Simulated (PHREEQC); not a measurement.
Solution A (0.96 mmol/kgw HNO3, 5.7 mmol/kgw KNO3 and 0.02 mmol/kgw CO2) is mixed with solution B (0.13 mol HF and 0.0018 mol KOH per kg of water) at 20 °C; shares are by mass of water, 1 kg in all. Oxygen is held at 0.21 atm. No CO2 enters from the air. No solid was allowed to form.

Computed with PHREEQC (ion-association model, phreeqc.dat).

```tsv
share of solution B	pH	F- (mol/kgw)	HF2- (mol/kgw)
0	3.05	0	0
0.1	2.50	0.00262	9.83e-5
0.2	2.36	0.00400	0.000315
0.3	2.28	0.00504	0.000607
0.4	2.21	0.00589	(withheld)
0.5	2.16	0.00661	0.00136
0.6	(withheld)	0.00724	0.00179
0.7	2.08	0.00780	0.00226
0.8	2.05	0.00831	(withheld)
0.9	(withheld)	0.00876	(withheld)
1	1.99	0.00918	0.00382
```

Question: Some entries are withheld; supply them.

Answer: 
- 0.4, HF2- (mol/kgw): 0.000958
- 0.6, pH: 2.12
- 0.8, HF2- (mol/kgw): 0.00276
- 0.9, pH: 2.02
- 0.9, HF2- (mol/kgw): 0.00328
